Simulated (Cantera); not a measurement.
**Equilibrium for iron carbonyl, mercury and lead vapours: Hg + H2**

Charge: 1 mol Hg, a varied amount of H2, held at 848 K and 6.80 mbar.

These are equilibrium values from Cantera (NASA tables, ideal gas, pure condensed phases), not measurements of a reactor. Candidate condensed phases: Hg; 3 gas species. Kinetics and transport are ignored.

```
n(H2) (mol)  log p Hg  log p H2
-----------  --------  --------
0.071           -2.20     -3.35
0.14            -2.22     -3.08
0.29            -2.28     -2.82
0.58            -2.37     -2.60
1.2             -2.51     -2.43
2.3             -2.69     -2.32
4.7             -2.92     -2.25
9.4             -3.18     -2.21
```
log p: log10 of the partial pressure in bar; nothing condenses.

From 0.071 mol H2 to 9.4 mol H2 nothing is condensed. The main Hg-bearing gas is Hg throughout.
